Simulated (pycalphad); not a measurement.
Source of the numbers: pycalphad with the COST 507 light-alloy database (1999); pressure 1 atm. The data set is of 1999 and partly superseded. Phase fractions are per mole of atoms.

Task: Give the equilibrium state of Al-3.84Si (at.%) at 497 °C.

Result: 
```
T = 770.00 K, P = 101325 Pa, N = 1 mol of atoms
G = -28268 J/mol, H = 13172 J/mol, S = 53.82 J/(mol K)  (SER reference)
chemical potentials (J/mol): Al -28589, Si -20243
phase             fraction      x(Al)      x(Si)
FCC_A1              0.9688     0.9926     0.0074
DIAMOND_A4          0.0312    1.7e-07     1.0000
```

Task: Give the equilibrium state of Al-3.84Si (at.%) at 617 °C.

Result: 
```
T = 890.00 K, P = 101325 Pa, N = 1 mol of atoms
G = -35231 J/mol, H = 23339 J/mol, S = 65.81 J/(mol K)  (SER reference)
chemical potentials (J/mol): Al -35331, Si -32725
phase             fraction      x(Al)      x(Si)
LIQUID              0.5199     0.9330     0.0670
FCC_A1              0.4801     0.9925     0.0075
```

FCC_A1 is fcc; DIAMOND_A4 is diamond (Si).
